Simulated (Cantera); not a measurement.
What does this Cantera script print?

```python
import numpy as np
import cantera as ct

gas_names = """
    H HO2 H2 H2O H2O2 O OH O2 O3 Ta TaO TaO2
""".split()
cond_names = """
    H2O(s) H2O(L) Ta(cr) Ta(L) Ta2O5(s) Ta2O5(L)
""".split()


# ... load() reads the species with a 1 bar reference pressure and builds the phases ...
atoms = {
    'Ta2O5': {'Ta': 2, 'O': 5},
    'H2': {'H': 2},
    'H2O': {'H': 2, 'O': 1},
}
top_T = {}  # K; cautious upper limits of use, not melting points


# ... equilibrate(T, P, feed) seeds the gas with the atoms and calls Mixture.equilibrate('TP', solver="vcs", rtol=1e-11, max_steps=5000) ...
results = []
T = 1598  # K
P = 13332.2  # Pa
for m in [360, 460, 580, 750, 950, 1200, 1600]:
    feed = {'Ta2O5': 1, 'H2': m, 'H2O': 0.078}  # mol
    mix = equilibrate(T, P, feed)
    results.append((T, P, feed, dict(zip(mix.species_names, mix.species_moles))))
    x = sorted(zip(gas.X, gas.species_names), reverse=True)
    print(f"T = {T:g} K  P = {P:g} Pa  n(H2) = {m:g} mol  gas = {mix.phase_moles(0):.4g} mol")
    print("   x: " + "  ".join(f"{s} {v:.3e}" for v, s in x if v > 0.0001))
    print("   condensed (mol): " + ("  ".join(f"{mix.phase(i).name} {mix.phase_moles(i):.4g}"
          for i in range(1, mix.n_phases) if mix.phase_moles(i) > 1e-12) or "none"))
```

It prints:

```
T = 1598 K  P = 13332.2 Pa  n(H2) = 360 mol  gas = 360.1 mol
   x: H2 9.996e-01  H2O 2.166e-04  H 1.458e-04
   condensed (mol): Ta2O5(s) 1
T = 1598 K  P = 13332.2 Pa  n(H2) = 460 mol  gas = 460.1 mol
   x: H2 9.997e-01  H2O 1.965e-04  H 1.458e-04
   condensed (mol): Ta(cr) 0.004963  Ta2O5(s) 0.9975
T = 1598 K  P = 13332.2 Pa  n(H2) = 580 mol  gas = 580.1 mol
   x: H2 9.997e-01  H2O 1.965e-04  H 1.458e-04
   condensed (mol): Ta(cr) 0.01439  Ta2O5(s) 0.9928
T = 1598 K  P = 13332.2 Pa  n(H2) = 750 mol  gas = 750.1 mol
   x: H2 9.997e-01  H2O 1.965e-04  H 1.458e-04
   condensed (mol): Ta(cr) 0.02776  Ta2O5(s) 0.9861
T = 1598 K  P = 13332.2 Pa  n(H2) = 950 mol  gas = 950.1 mol
   x: H2 9.997e-01  H2O 1.965e-04  H 1.458e-04
   condensed (mol): Ta(cr) 0.04348  Ta2O5(s) 0.9783
T = 1598 K  P = 13332.2 Pa  n(H2) = 1200 mol  gas = 1200 mol
   x: H2 9.997e-01  H2O 1.965e-04  H 1.458e-04
   condensed (mol): Ta(cr) 0.06313  Ta2O5(s) 0.9684
T = 1598 K  P = 13332.2 Pa  n(H2) = 1600 mol  gas = 1600 mol
   x: H2 9.997e-01  H2O 1.965e-04  H 1.458e-04
   condensed (mol): Ta(cr) 0.09457  Ta2O5(s) 0.9527
```

Method: chemical equilibrium by Gibbs-energy minimisation in Cantera with the NASA 1993 tables (ideal gas, pure condensed phases). Mutual solubility and eutectic melting of coexisting phases are not modelled. Condensed phases not in the tables: N, O or C dissolved in the metal.
